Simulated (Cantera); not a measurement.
A closed system holds: 1 mol SiO₂, 2.4 mol H₂, 0.053 mol H₂O, at 625 °C and 0.100 bar.

Equilibrium computed with Cantera from the NASA thermochemical tables; the gas is ideal and each condensed phase is pure. Candidate condensed phases: H₂O, Si, SiO₂; 18 gas species. Rates play no part.

Base state: H₂ 0.978, H₂O 0.0216 (mole fractions); condensed: SiO₂(β-quartz).

### Question
What changes in the equilibrium state with this change: 0.0053 mol Cl₂ added?

### Answer
```
species              before    after
-------------------  ------  -------
H₂                    0.978    0.974
H₂O                  0.0216   0.0216
HCl                       0  0.00431
SiO₂(β-quartz), mol    1.00     1.00
```
